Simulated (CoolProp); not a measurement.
The fluid at 298.15 K and 0.811 MPa is throttled through a valve to 0.348 MPa with no heat exchange. The same conditions are run with several fluids, on thermodynamics alone (safety and materials aside).

Model: reference Helmholtz-energy equation of state of each fluid (R245ca: Zhou 2016; R142b: Lemmon 2006; n-decane: Lemmon 2006; octamethylcyclotetrasiloxane (D4): Thol 2015; R245fa: Akasaka 2015), in CoolProp.

```tsv
fluid	temperature change (K)	final density (kg/m³)
R245ca	+0.1	(withheld)
R142b	+0.1	(withheld)
n-decane	+0.2	(withheld)
octamethylcyclotetrasiloxane (D4)	+0.2	951
R245fa	+0.1	(withheld)
```

**Question.** Fill in the missing entries.

**Answer.** 
- R245ca, final density (kg/m³): 1390
- R142b, final density (kg/m³): 1110
- n-decane, final density (kg/m³): 727
- R245fa, final density (kg/m³): 1340
